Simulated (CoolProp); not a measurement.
n-dodecane along the isotherm 510.5 K: Z from the reference equation and from simpler models built on Tc = 658.1 K, pc = 1818 kPa, ω = 0.574; each cubic takes its own stable root.

The numbers come from the reference Helmholtz-energy equation of state, Lemmon 2004 in CoolProp. It is a short technical equation, of lower accuracy than the large ones.

```
p (kPa)   phase  reference
-------  ------  ---------
757      liquid    0.05275
1510     liquid     0.1048
2270     liquid     0.1568
3030     liquid     0.2085
3790     liquid     0.2598
4540     liquid     0.3101
5300     liquid     0.3607
6060     liquid     0.4110
6820     liquid     0.4610
7570     liquid     0.5101
8330     liquid     0.5595
9090     liquid     0.6087
```

Q: How far does each simpler model (van der Waals, Soave-Redlich-Kwong, Peng-Robinson) lie from the reference over these 12 states: mean and median of the absolute difference, and the worst?

A: 
- van der Waals: mean 78.1 %, median 76.5 %, worst +90.7 % at 510.5 K and 757 kPa
- Soave-Redlich-Kwong: mean 19.7 %, median 19.5 %, worst +21.4 % at 510.5 K and 757 kPa
- Peng-Robinson: mean 6.2 %, median 6.1 %, worst +7.3 % at 510.5 K and 757 kPa
